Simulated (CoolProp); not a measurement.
Properties of cis-2-butene along the isotherm 209.05 °C (Tc = 162.6 °C, pc = 4236 kPa, ω = 0.202).

Computed with CoolProp (reference Helmholtz-energy equation of state, Lemmon 2005). It is a short technical equation, of lower accuracy than the large ones.

```tsv
p (kPa)	phase	density (kg/m³)	fugacity coefficient
4710	supercritical	99.27	0.7379
9410	supercritical	319.2	?
14100	supercritical	?	?
18800	supercritical	?	?
23500	supercritical	?	?
28200	supercritical	469.8	0.3297
32900	supercritical	484.6	0.3243
37700	supercritical	497.4	0.3245
42400	supercritical	?	0.3288
```

Complete the blanks.


- 9410, fugacity coefficient: 0.5242
- 14100, density (kg/m³): 392.5
- 14100, fugacity coefficient: 0.4196
- 18800, density (kg/m³): 427.8
- 18800, fugacity coefficient: 0.3693
- 23500, density (kg/m³): 451.7
- 23500, fugacity coefficient: 0.3430
- 42400, density (kg/m³): 508.3
